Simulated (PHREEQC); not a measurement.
Consider water at 45 °C with 0.0047 mol/kgw CuCl2 and 0.041 mol/kgw HCl. Closed to the air; pH follows from the charge balance.

Model: ion-association model, phreeqc.dat, run in PHREEQC.

No solid was allowed to form.

Question: Order these Cu species by the share of Cu that they hold, largest first: CuCl+, Cu+2, CuCl2.

Answer: Cu+2 (86 %), CuCl+ (13 %), CuCl2 (0.28 %)

The pH is 1.46 and the ionic strength 0.0538 mol/kgw. Complexes and solids missing from the database can't appear. At this temperature some constants are extrapolated from 25 °C, and those without enthalpy data are left unchanged.
